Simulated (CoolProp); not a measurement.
Vapour pressure (MPa) of CHF3 (R23): the reference equation beside estimates from Tc = 299.3 K, pc = 4.832 MPa, ω = 0.263. Clausius-Clapeyron is anchored at 236.9 K with a constant enthalpy of vaporisation of 13.62 kJ/mol.

The numbers come from the reference Helmholtz-energy equation of state, Penoncello 2003 in CoolProp.

```tsv
T (K)	reference	Lee-Kesler	Clausius-Clapeyron	Soave-Redlich-Kwong
236.9	0.8101	0.8175	0.8101	0.8207
239	0.8728	0.8808	0.8608	0.8849
241.1	0.9391	0.9477	0.9138	0.9528
243.2	1.009	1.018	0.9690	1.024
245.4	1.087	1.096	1.029	1.104
247.5	1.165	1.175	1.089	1.184
249.6	1.247	1.257	1.152	1.268
251.7	1.333	1.344	1.217	1.356
253.9	1.428	1.440	1.287	1.454
256	1.524	1.535	1.357	1.551
258.1	1.624	1.636	1.430	1.654
260.2	1.729	1.741	1.505	1.761
262.4	1.845	1.856	1.587	1.879
264.5	1.960	1.972	1.667	1.997
266.6	2.081	2.093	1.751	2.120
```

Absolute difference from the reference over all 15 rows, mean and median: Lee-Kesler 0.8 and 0.8 %, Clausius-Clapeyron 8.4 and 8.7 %, Soave-Redlich-Kwong 1.7 and 1.7 %.
